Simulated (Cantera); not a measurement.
What does this Cantera script print?

```python
import numpy as np
import cantera as ct

gas = ct.Solution("gri30.yaml")
gas.TPX = 2150, 290000, {'CH4': 1, 'H2O': 1.2}
reactor = ct.IdealGasConstPressureReactor(gas, energy="off", clone=False)
net = ct.ReactorNet([reactor])
net.rtol, net.atol = 1e-08, 1e-18
show = ['CH4', 'H2O', 'H', 'C2H', 'C2H4']
times = np.geomspace(2e-05, 4, 13)

steps = ct.SolutionArray(gas, extra=["t"])
rows = []
print(f"{'t/s':>10s}{'T/K':>9s}{'P/Pa':>11s}" + "".join(f"{s:>11s}" for s in show))
for t in times:
    while net.time < t:
        t_next = net.step()
        steps.append(gas.state, t=t_next)
    rows.append([np.interp(t, steps.t, y) for y in (steps.T, steps.P, *steps(*show).X.T)])
    print(f"{t:10.3e}{rows[-1][0]:9.1f}{rows[-1][1]:11.4g}" + "".join(f"{x:11.3e}" for x in rows[-1][2:]))
rate = np.gradient(steps.T, steps.t)
print("integrator steps:", len(steps.t))
if steps.T.max() > steps.T[0] + 200:
    print(f"time of steepest temperature rise: {steps.t[rate.argmax()]:.4e} s")
gas.TPX = 2150, 290000, {'CH4': 1, 'H2O': 1.2}
gas.equilibrate("TP")
print(f"equilibrium (TP): T = {gas.T:.1f} K  " + "  ".join(f"{s} {gas[s].X[0]:.3e}" for s in show))
```

Result:

```
       t/s      T/K       P/Pa        CH4        H2O          H        C2H       C2H4
 2.000e-05   2150.0    2.9e+05  1.367e-01  4.206e-01  1.257e-03  1.053e-05  8.176e-03
 5.531e-05   2150.0    2.9e+05  6.564e-02  3.779e-01  1.521e-03  1.304e-05  1.925e-03
 1.529e-04   2150.0    2.9e+05  3.056e-02  3.368e-01  1.742e-03  1.334e-05  8.283e-04
 4.229e-04   2150.0    2.9e+05  1.924e-02  2.796e-01  1.882e-03  1.094e-05  5.957e-04
 1.170e-03   2150.0    2.9e+05  1.447e-02  2.033e-01  1.960e-03  6.955e-06  4.206e-04
 3.234e-03   2150.0    2.9e+05  9.231e-03  1.286e-01  2.029e-03  3.432e-06  2.304e-04
 8.944e-03   2150.0    2.9e+05  4.623e-03  7.642e-02  2.078e-03  1.204e-06  8.626e-05
 2.473e-02   2150.0    2.9e+05  1.556e-03  5.095e-02  2.101e-03  2.034e-07  1.497e-05
 6.840e-02   2150.0    2.9e+05  9.386e-05  4.482e-02  2.108e-03  1.946e-09  1.419e-07
 1.891e-01   2150.0    2.9e+05  2.704e-07  4.468e-02  2.110e-03  5.555e-14  4.007e-12
 5.231e-01   2150.0    2.9e+05  2.693e-07  4.468e-02  2.110e-03  5.478e-14  3.952e-12
 1.446e+00   2150.0    2.9e+05  2.693e-07  4.468e-02  2.110e-03  5.478e-14  3.952e-12
 4.000e+00   2150.0    2.9e+05  2.693e-07  4.468e-02  2.110e-03  5.478e-14  3.952e-12
integrator steps: 2038
equilibrium (TP): T = 2150.0 K  CH4 3.152e-07  H2O 4.468e-02  H 2.110e-03  C2H 6.463e-14  C2H4 4.665e-12
```

Detailed kinetics in Cantera: GRI-Mech 3.0 (53 species, 325 reactions).
